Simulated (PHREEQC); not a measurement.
Solution (79 °C): 0.77 mol/kgw K2CO3, 0.16 mol/kgw Na2SO4 and 0.26 mol/kgw KBr. Closed to the air; pH follows from the charge balance.

Equilibrium calculation in PHREEQC: ion-association model with all activity coefficients set to 1, phreeqc.dat.

Precipitation was switched off in this run.

Q: What pH, ionic strength, activity of water does the model give?

A: pH 11.19; ionic strength 2.07 mol/kgw; activity of water 0.951.

Q: In which forms is Na present?

A: NaCO3- 99 %, Na+ 1.3 % of the Na.

Ionic strength above about 0.7 mol/kgw puts this run outside the model's range. At this temperature some constants are extrapolated from 25 °C, and those without enthalpy data are left unchanged.
